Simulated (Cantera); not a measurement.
A perfectly stirred reactor is fed with H2 : O2 : N2 : H2O = 1 : 1.04 : 3.92 : 0.13 (molar parts), at 14.0 bar; it is adiabatic with a 650 K inlet, and is followed from long to short residence time, starting on the burning branch (τ in s: 0.1, 0.032, 0.0099, 0.0031, 0.00095, 0.0003, 9.2e-05, 2.8e-05, 8.8e-06).

Cantera simulation using the H2/O2 subset of GRI-Mech 3.0, which has no nitrogen chemistry; the numbers are that mechanism's predictions, not measurements. The hydrogen kinetics of GRI-Mech 3.0 are dated; newer H2 mechanisms differ, most at raised pressure. The pressure lies above the range GRI-Mech 3.0 was tuned for (to about 10 atm).

Task: What does this change do: inlet temperature 650 to 500 K?

Result: 
| quantity | before | after |
|---|---|---|
| blow-out, bracketed by the residence times tried | burning at 8.80 µs, the shortest tried | burning at 28.0 µs, out at 8.80 µs |
| x(H2) at τ = 0.100 s | 2.41e-5 | 1.87e-5 |
| x(O2) at τ = 0.100 s | 0.0964 | 0.0965 |
| x(H2O) at τ = 0.100 s | 0.202 | 0.202 |
| x(HO2) at τ = 0.100 s | 2.60e-6 | 1.73e-6 |
| x(H2O2) at τ = 0.100 s | 2.84e-7 | 1.99e-7 |
| x(H2) at τ = 0.950 ms | 0.000379 | 0.000538 |
| x(O2) at τ = 0.950 ms | 0.0964 | 0.0966 |
| x(H2O) at τ = 0.950 ms | 0.201 | 0.201 |
| x(HO2) at τ = 0.950 ms | 1.32e-5 | 2.27e-5 |
| x(H2O2) at τ = 0.950 ms | 8.59e-7 | 1.12e-6 |
